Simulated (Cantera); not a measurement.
Feed: 1 mol B, 27 mol H2, 0.15 mol N2, 3.3 mol O2, at 750 K and 22.0 Pa.

These are equilibrium values from Cantera (NASA tables, ideal gas, pure condensed phases), not measurements of a reactor. Candidate condensed phases: B, BN, B2O3, B3O3H3, H2O; 39 gas species. Equilibrium is a limit: real reactors are often held back by kinetics, nucleation or transport.

Base state: H2 0.807, H2O 0.188, N2 0.00553, (HBO2)3 0.000163 (mole fractions); condensed: B2O3(l).

Q: What changes in the equilibrium state with this change: O2 from 3.3 to 6.7 mol?

A: 
| species | before | after |
|---|---|---|
| H2 | 0.807 | 0.556 |
| H2O | 0.188 | 0.438 |
| N2 | 0.00553 | 0.00553 |
| (HBO2)3 | 0.000163 | 0.000579 |
| B2O3(l), mol | 0.493 | 0.476 |

Q: What changes in the equilibrium state with this change: B replaced by B2O3?

A: 
```csv
species,before,after
H2,0.807,0.751
H2O,0.188,0.243
N2,0.00553,0.00553
(HBO2)3,0.000163,0.000239
"B2O3(l), mol",0.493,0.990
```
